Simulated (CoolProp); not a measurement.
R115 along the isobar 1.54 MPa: Z from the reference equation and from simpler models built on Tc = 80.0 °C, pc = 3.129 MPa, ω = 0.248; each cubic takes its own stable root.

Values from CoolProp's reference Helmholtz-energy equation of state, Lemmon 2016.

```
T (°C)   phase  reference
------  ------  ---------
18.55   liquid    0.07400
35.55   liquid    0.07492
52.55      gas     0.7221
69.55      gas     0.7835
86.45      gas     0.8246
103.45     gas     0.8550
120.45     gas     0.8785
137.45     gas     0.8972
154.45     gas     0.9124
171.45     gas     0.9250
188.35     gas     0.9355
205.35     gas     0.9445
222.35     gas     0.9522
```

Question: How far does each simpler model (Redlich-Kwong, Soave-Redlich-Kwong) lie from the reference over these 13 states: mean and median of the absolute difference, and the worst?

Answer: 
- Redlich-Kwong: mean 3.4 %, median 1.2 %, worst +17.7 % at 35.55 °C and 1.54 MPa
- Soave-Redlich-Kwong: mean 1.7 %, median 0.2 %, worst +11.5 % at 35.55 °C and 1.54 MPa
